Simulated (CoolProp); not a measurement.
A simple Rankine cycle with R1233zd(E): condensing at 306.15 K, boiler at 2.82 MPa, turbine inlet 426.8 K, turbine efficiency 0.9, pump efficiency 0.8, no recuperator. Each further row changes one setting.

Computed with CoolProp (reference Helmholtz-energy equation of state, Akasaka 2022).

| case | thermal efficiency (%) | net work (kJ/kg) | heat in (kJ/kg) | turbine exit temperature (K) | volume ratio over the turbine |
|---|---|---|---|---|---|
| as stated | (withheld) | 44.2 | 246 | 324.5 | 21.9 |
| turbine inlet 446.8 K | 18.4 | 51.0 | 278 | 353.0 | 18.7 |
| condensing temperature 298.15 K | (withheld) | 49.0 | 256 | 317.8 | 28.6 |
| boiler pressure 1.97 MPa | 16.7 | (withheld) | 269 | 350.0 | 12.3 |
| turbine efficiency 0.8 | 15.8 | 39.0 | 246 | 330.6 | 22.4 |

Question: What belongs in the gaps?

Answer: 
- as stated, thermal efficiency (%): 18.0
- condensing temperature 298.15 K, thermal efficiency (%): 19.1
- boiler pressure 1.97 MPa, net work (kJ/kg): 45.1
